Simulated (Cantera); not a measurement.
An adiabatic, constant-volume homogeneous reactor starts with CH₄ : C₂H₆ : C₃H₈ : O₂ : N₂ = 1 : 0.039 : 0.26 : 1.91 : 7.18 (molar parts), equivalence ratio 1.8, at 1098 K and 1.01 bar. Integrator tolerance rtol = 1e-08.

Cantera simulation using GRI-Mech 3.0 (53 species, 325 reactions); the numbers are that mechanism's predictions, not measurements. GRI-Mech 3.0 was tuned for natural gas; its chemistry of propane as a main component is partial and can be far from experiment.

| quantity | before | after |
|---|---|---|
| time of steepest temperature rise | 58.6 ms | 43.0 ms |
| temperature at 0.400 s | 2645 K | 2660 K |
| equilibrium temperature | 2645 K | 2660 K |
| x(CH₄) at 0.400 s | 2.34e-11 (gas-phase equilibrium 2.64e-11) | 5.65e-11 (gas-phase equilibrium 6.35e-11) |
| x(C₂H₆) at 0.400 s | <1e-12 (gas-phase equilibrium <1e-12) | <1e-12 (gas-phase equilibrium <1e-12) |
| x(C₃H₈) at 0.400 s | <1e-12 (gas-phase equilibrium <1e-12) | <1e-12 (gas-phase equilibrium <1e-12) |
| x(C₂H₄) at 0.400 s | <1e-12 (gas-phase equilibrium <1e-12) | <1e-12 (gas-phase equilibrium <1e-12) |
| x(CH₂O) at 0.400 s | 1.75e-8 (gas-phase equilibrium 1.75e-8) | 2.79e-8 (gas-phase equilibrium 2.79e-8) |
| x(CH₂) at 0.400 s | 4.51e-12 (gas-phase equilibrium 4.89e-12) | 7.62e-12 (gas-phase equilibrium 8.30e-12) |
| x(H) at 0.400 s | 0.00933 (gas-phase equilibrium 0.00933) | 0.00787 (gas-phase equilibrium 0.00787) |

### Question
Name the change that produced these shifts.
(A) pressure from 1.01 bar to 1.60 bar
(B) pressure from 1.01 bar to 0.390 bar
(C) constant pressure in place of constant volume
(D) O2 1.91 to 1.3 parts

### Answer
A, pressure from 1.01 bar to 1.60 bar
